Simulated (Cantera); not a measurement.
**Thermodynamics of silicon oxide and oxynitride deposition, feed SiH₂Cl₂ + O₃ + N₂**

Input: 1 mol SiH₂Cl₂, 2.2 mol O₃, 2.7 mol N₂, equilibrated at 615 Torr.

Equilibrium computed with Cantera from the NASA thermochemical tables; the gas is ideal and each condensed phase is pure. Candidate condensed phases: H₂O, NH₄Cl, Si, SiO₂, Si₂N₂O, Si₃N₄; 47 gas species. The tables hold silica as quartz up to 1696 K and as liquid above; real silica turns to tridymite and cristobalite and melts near 1996 K. Gases not in the tables: Si(OH)₄. Equilibrium is a limit: real reactors are often held back by kinetics, nucleation or transport.

At 823 K the condensed part is SiO₂(α-quartz). From 898 K to 1498 K the condensed part is SiO₂(β-quartz).

```json
[
 {"T (K)": "823", "log p N₂": "-0.48", "log p O₂": "-0.61", "log p HCl": "-1.05", "log p H₂O": "-1.11", "log p Cl₂": "-1.11", "log p Cl": "-5.36", "n SiO₂(α-quartz)": "1.00", "n SiO₂(β-quartz)": "0"},
 {"T (K)": "898", "log p N₂": "-0.48", "log p O₂": "-0.61", "log p HCl": "-0.96", "log p H₂O": "-1.17", "log p Cl₂": "-1.17", "log p Cl": "-4.73", "n SiO₂(α-quartz)": "0", "n SiO₂(β-quartz)": "1.00"},
 {"T (K)": "973", "log p N₂": "-0.48", "log p O₂": "-0.60", "log p HCl": "-0.90", "log p H₂O": "-1.24", "log p Cl₂": "-1.24", "log p Cl": "-4.21", "n SiO₂(α-quartz)": "0", "n SiO₂(β-quartz)": "1.00"},
 {"T (K)": "1048", "log p N₂": "-0.49", "log p O₂": "-0.60", "log p HCl": "-0.85", "log p H₂O": "-1.30", "log p Cl₂": "-1.30", "log p Cl": "-3.76", "n SiO₂(α-quartz)": "0", "n SiO₂(β-quartz)": "1.00"},
 {"T (K)": "1123", "log p N₂": "-0.49", "log p O₂": "-0.59", "log p HCl": "-0.81", "log p H₂O": "-1.36", "log p Cl₂": "-1.37", "log p Cl": "-3.38", "n SiO₂(α-quartz)": "0", "n SiO₂(β-quartz)": "1.00"},
 {"T (K)": "1198", "log p N₂": "-0.49", "log p O₂": "-0.59", "log p HCl": "-0.79", "log p H₂O": "-1.42", "log p Cl₂": "-1.43", "log p Cl": "-3.05", "n SiO₂(α-quartz)": "0", "n SiO₂(β-quartz)": "1.00"},
 {"T (K)": "1273", "log p N₂": "-0.49", "log p O₂": "-0.59", "log p HCl": "-0.77", "log p H₂O": "-1.47", "log p Cl₂": "-1.49", "log p Cl": "-2.76", "n SiO₂(α-quartz)": "0", "n SiO₂(β-quartz)": "1.00"},
 {"T (K)": "1348", "log p N₂": "-0.49", "log p O₂": "-0.59", "log p HCl": "-0.75", "log p H₂O": "-1.52", "log p Cl₂": "-1.54", "log p Cl": "-2.50", "n SiO₂(α-quartz)": "0", "n SiO₂(β-quartz)": "1.00"},
 {"T (K)": "1423", "log p N₂": "-0.49", "log p O₂": "-0.59", "log p HCl": "-0.74", "log p H₂O": "-1.56", "log p Cl₂": "-1.60", "log p Cl": "-2.27", "n SiO₂(α-quartz)": "0", "n SiO₂(β-quartz)": "1.00"},
 {"T (K)": "1498", "log p N₂": "-0.50", "log p O₂": "-0.59", "log p HCl": "-0.73", "log p H₂O": "-1.59", "log p Cl₂": "-1.67", "log p Cl": "-2.07", "n SiO₂(α-quartz)": "0", "n SiO₂(β-quartz)": "1.00"}
]
```
log p: log10 of the partial pressure in bar; n: condensed amount in mol.
